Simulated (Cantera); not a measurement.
Input: 1 mol Al, 2.3 mol Cl2, 3.4 mol N2, held at 16.0 mbar.

Method: chemical equilibrium by Gibbs-energy minimisation in Cantera with the NASA 1993 tables (ideal gas, pure condensed phases). Candidate condensed phases: Al, AlCl3, AlN; 11 gas species. Kinetics and transport are ignored. All values below are at 1173 K.

Base state: N2 0.650, AlCl3 0.191, Cl2 0.148, Cl 0.0108 (mole fractions); condensed: gas only.

Question: What changes in the equilibrium state with this change: pressure from 16.0 mbar to 4.40 mbar?

Answer: 
| species | before | after |
|---|---|---|
| N2 | 0.650 | 0.647 |
| AlCl3 | 0.191 | 0.190 |
| Cl2 | 0.148 | 0.142 |
| Cl | 0.0108 | 0.0201 |

Question: What changes in the equilibrium state with this change: pressure from 16.0 mbar to 32.0 Pa?

Answer: 
| species | before | after |
|---|---|---|
| N2 | 0.650 | 0.632 |
| AlCl3 | 0.191 | 0.186 |
| Cl2 | 0.148 | 0.115 |
| Cl | 0.0108 | 0.0672 |
